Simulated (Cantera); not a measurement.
A closed system holds: 1 mol H2S, 0.17 mol SO2, 50 mol N2, 0.11 mol O2, at 2998 K and 28.0 bar.

These are equilibrium values from Cantera (NASA tables, ideal gas, pure condensed phases), not measurements of a reactor. Candidate condensed phases: H2O, H2SO4, S; 35 gas species. Equilibrium is a limit: real reactors are often held back by kinetics, nucleation or transport.

Problem. What is the equilibrium state?

Solution. 
- x(N2) = 0.963
- x(H2) = 0.0118
- x(S2) = 0.00543
- x(SO) = 0.00404
- x(H2O) = 0.00397
- x(S) = 0.00350
- x(H) = 0.00322
- x(SH) = 0.00249
- x(SO2) = 0.000977
- gas amount = 51.90 mol
- log10 activity of S(l) (absent) = -2.28
